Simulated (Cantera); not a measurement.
Stirred combustor or abatement burner

A perfectly stirred reactor is fed with CH4 : C2H6 : C3H8 : O2 : N2 = 1 : 0.039 : 1.4 : 20.3 : 76.3 (molar parts), at 1.50 bar; it is adiabatic with a 775 K inlet, and is followed from long to short residence time, starting on the burning branch (τ in s: 0.3, 0.087, 0.025, 0.0072, 0.0021, 0.0006, 0.00017, 4.9e-05, 1.4e-05, 4.1e-06).

Model: GRI-Mech 3.0 (53 species, 325 reactions), integrated in Cantera. GRI-Mech 3.0 was tuned for natural gas; its chemistry of propane as a main component is partial and can be far from experiment.

```
τ (s)    T (K)     x CH4    x C2H6   x C3H8      x OH     x C2H
-------  -----  --------  --------  -------  --------  --------
0.30      1795   8.09e-7   6.23e-9  1.97e-7  0.000670  2.51e-10
0.087     1792   1.85e-6   1.59e-8  5.31e-7  0.000918  5.98e-10
0.025     1786   4.06e-6   3.78e-8  1.32e-6   0.00131   1.28e-9
0.0072    1775   8.85e-6   8.65e-8  3.05e-6   0.00185   2.49e-9
0.0021    1753   1.98e-5   1.97e-7  6.85e-6   0.00252   4.34e-9
0.00060   1709   4.99e-5   5.01e-7  1.66e-5   0.00313   6.85e-9
0.00017   1620  0.000176   1.80e-6  5.49e-5   0.00312   1.05e-8
4.9e-5     775    0.0101  0.000394   0.0141    <1e-12    <1e-12
1.4e-5     775    0.0101  0.000394   0.0141    <1e-12    <1e-12
4.1e-6     775    0.0101  0.000394   0.0141    <1e-12    <1e-12
```
x: mole fraction; the columns are a selection and need not sum to one.
